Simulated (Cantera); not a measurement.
Cantera run, input and output.

```python
import numpy as np
import cantera as ct

gas = ct.Solution("gri30.yaml")


def delay(T, t_max=10):
    gas.TPX = T, 100000, {'C3H8': 1, 'O2': 5.26, 'N2': 19.8}
    reactor = ct.IdealGasConstPressureReactor(gas, clone=False)
    net = ct.ReactorNet([reactor])
    net.rtol, net.atol = 1e-8, 1e-16
    while net.time < t_max:
        t_old, T_old = net.time, reactor.T
        net.step()
        if reactor.T > T + 400:  # ignition: a rise of 400 K
            return t_old + (T + 400 - T_old) / (reactor.T - T_old) * (net.time - t_old)
    return np.nan


taus = []
for T in [1200, 1300, 1400, 1500, 1600, 1700, 1800, 1900]:
    taus.append(delay(T))
    print(f"T0 = {T:6g} K   tau = {taus[-1]:.4e} s")
```

Result:

```
T0 =   1200 K   tau = 6.2152e-03 s
T0 =   1300 K   tau = 9.8062e-04 s
T0 =   1400 K   tau = 2.3014e-04 s
T0 =   1500 K   tau = 7.7564e-05 s
T0 =   1600 K   tau = 3.4848e-05 s
T0 =   1700 K   tau = 1.9270e-05 s
T0 =   1800 K   tau = 1.2297e-05 s
T0 =   1900 K   tau = 8.6580e-06 s
```

Cantera simulation using GRI-Mech 3.0 (53 species, 325 reactions); the numbers are that mechanism's predictions, not measurements. GRI-Mech 3.0 was tuned for natural gas; its chemistry of propane as a main component is partial and can be far from experiment.
